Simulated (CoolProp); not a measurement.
R142b along the isotherm 470 K: density (kg/m³) from the reference equation and from simpler models built on Tc = 410.3 K, pc = 4.055 MPa, ω = 0.232; each cubic takes its own stable root.

The numbers come from the reference Helmholtz-energy equation of state, Lemmon 2006 in CoolProp. It is a short technical equation, of lower accuracy than the large ones.

| p (MPa) | phase | reference |
|---|---|---|
| 0.135 | gas | 3.497 |
| 0.27 | gas | 7.046 |
| 0.405 | gas | 10.65 |
| 0.541 | gas | 14.33 |
| 0.676 | gas | 18.05 |
| 0.811 | gas | 21.83 |
| 0.946 | gas | 25.66 |
| 1.08 | gas | 29.53 |
| 1.22 | gas | 33.65 |
| 1.35 | gas | 37.54 |
| 1.49 | gas | 41.80 |
| 1.62 | gas | 45.82 |
| 1.76 | gas | 50.24 |
| 1.89 | gas | 54.42 |
| 2.03 | gas | 59.01 |

Task: How far does each simpler model (van der Waals, Soave-Redlich-Kwong, Peng-Robinson) lie from the reference over these 15 states: mean and median of the absolute difference, and the worst?

Result: 
- van der Waals: mean 0.0 %, median 0.0 %, worst +0.1 % at 470 K and 2.03 MPa
- Soave-Redlich-Kwong: mean 0.2 %, median 0.2 %, worst -0.4 % at 470 K and 2.03 MPa
- Peng-Robinson: mean 0.7 %, median 0.7 %, worst +1.3 % at 470 K and 2.03 MPa
